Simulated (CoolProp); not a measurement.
Vapour-liquid equilibrium of R22 (1) + acetone (2) at 61.15 °C; x and y are mole fractions of (1).

The numbers come from the multi-fluid Helmholtz-energy mixture model, Kamei 1995 and Lemmon 2006; pair parameters Bell 2016 in CoolProp.

| x | bubble pressure (kPa) | y at the bubble point | dew pressure at overall composition x (kPa) | liquid density (mol/L) |
|---|---|---|---|---|
| 0.05 | [?] | 0.444 | 126.5 | 12.83 |
| 0.2 | 413.2 | 0.733 | 149.8 | 12.97 |
| 0.35 | [?] | [?] | 183.3 | [?] |
| 0.5 | 866.2 | 0.908 | 235.5 | 13.21 |
| 0.65 | 1240 | 0.954 | 327.3 | 13.23 |
| 0.8 | 1737 | 0.982 | 520.3 | 13.03 |
| 0.95 | 2299 | 0.997 | [?] | 12.34 |

### Question
What belongs in the gaps?

### Answer

- 0.05, bubble pressure (kPa): 213.0
- 0.35, bubble pressure (kPa): 605.9
- 0.35, y at the bubble point: 0.838
- 0.35, liquid density (mol/L): 13.11
- 0.95, dew pressure at overall composition x (kPa): 1190

No azeotrope shows between x = 0.05 and 0.95.

The pair parameters rest on a limited set of measurements; away from them the model extrapolates.
